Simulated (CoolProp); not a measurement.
Cyclopentane along the isobar 25 MPa: fugacity coefficient from the reference equation and from simpler models built on Tc = 511.7 K, pc = 4.583 MPa, ω = 0.202; each cubic takes its own stable root.

Values from CoolProp's reference Helmholtz-energy equation of state, Gedanitz 2015.

```tsv
T (K)	phase	reference	van der Waals	Redlich-Kwong	Soave-Redlich-Kwong	Peng-Robinson
359.8	liquid	0.02571	0.1096	0.03685	0.02672	0.02408
380.9	liquid	0.04034	0.1340	(withheld)	0.04227	0.03797
402.1	liquid	0.05966	0.1604	0.07759	0.06302	0.05649
423.2	liquid	0.08367	0.1881	0.1043	0.08906	0.07975
444.3	liquid	0.1124	0.2170	0.1349	0.1205	0.1079
465.5	liquid	0.1458	0.2469	0.1690	0.1571	0.1407
486.6	liquid	0.1829	0.2773	0.2056	0.1981	0.1776
507.7	liquid	0.2235	0.3082	0.2443	0.2429	(withheld)
528.9	supercritical	0.2670	0.3393	0.2845	0.2909	0.2614
550	supercritical	0.3121	0.3702	(withheld)	0.3405	(withheld)
```

Task: Fill in the missing entries.

Result: 
- 380.9, Redlich-Kwong: 0.05497
- 507.7, Peng-Robinson: 0.2180
- 550, Redlich-Kwong: 0.3253
- 550, Peng-Robinson: 0.3065
